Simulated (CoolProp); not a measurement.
Values from CoolProp's reference Helmholtz-energy equation of state, Lemmon 2006. It is a short technical equation, of lower accuracy than the large ones.

Question: Give the vapour pressure (kPa), vapour density (kg/m³), liquid conductivity (mW/(m K)) of saturated isopentane at -32.55, 63.05 °C.

Answer: 
```json
[
 {"T (°C)": "-32.55", "p (kPa)": "6.74", "vapour density (kg/m³)": "0.245", "liquid conductivity (mW/(m K))": "121"},
 {"T (°C)": "63.05", "p (kPa)": "297", "vapour density (kg/m³)": "8.45", "liquid conductivity (mW/(m K))": "90.4"}
]
```

Thermal conductivity comes from a separate model (Vassiliou 2015).
